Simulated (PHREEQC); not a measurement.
**Nickel, zinc or cadmium bath: an equilibrium model**

A solution holds 11 mmol/kgw NiSO4, 0.71 mmol/kgw NaOH and 19 mmol/kgw H2SO4, at 25 °C. Closed to the air; pH follows from the charge balance.

Computed with PHREEQC (ion-association model, wateq4f.dat).

Each row changes one thing in this solution. Precipitation was switched off in this run.

```tsv
case	pH	ionic strength (mol/kgw)	HSO4- (mol/kgw)	SO4-2 (mol/kgw)
as made	1.70	0.0597	0.0136	0.0129
H2SO4 from 0.019 to 0.0095 mol/kgw	1.99	0.0462	0.00622	0.0108
temperature from 25 to 35 °C	1.72	0.0575	0.0147	0.0118
NiSO4 from 0.011 to 0.0165 mol/kgw	1.72	0.0716	0.0147	0.0153
NaOH left out	1.69	0.0595	0.0138	0.0127
temperature from 25 to 40 °C	1.73	0.0565	0.0154	0.0112
0.00019 mol/kgw H2SiF6 added	1.70	0.0597	0.0136	0.0129
NiSO4 replaced by Li2SO4 at the same molality	1.72	0.0593	0.0147	0.0146
```

Some of these states are supersaturated (in Quartz (slow to form), for instance). Constants without temperature data keep their 25 °C values here. SiF6-2 is the database's only silicon fluoride.
